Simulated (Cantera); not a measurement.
## Equilibrium for boron, boron nitride and boron oxide: borazine + H2 + NH3

Feed: 1 mol borazine, 35 mol H2, 7.6 mol NH3, held at 1125 K and 1000 Pa.

Cantera equilibrium calculation (NASA polynomials, part measured and part estimated; ideal gas, pure solids and liquids). Candidate condensed phases: B, BN; 15 gas species. The feed counts by its element totals alone. Rates play no part.

```json
{
  "x(H2)": "0.929",
  "x(N2)": "0.0714",
  "n(BN(s))": "3.00 mol",
  "gas_amount": "53.20 mol",
  "log10 activity of B(s) (absent)": "-5.46"
}
```
